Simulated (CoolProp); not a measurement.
Model: reference Helmholtz-energy equation of state, Span 1996, in CoolProp.

**Question.** Give the vapour pressure (bar), vapour density (kg/m³), enthalpy of vaporisation (kJ/kg) of saturated carbon dioxide at -28.95 °C.

**Answer.** 
```
T (°C)  p (bar)  vapour density (kg/m³)  enthalpy of vaporisation (kJ/kg)
------  -------  ----------------------  --------------------------------
-28.95     14.8                    38.4                               301
```
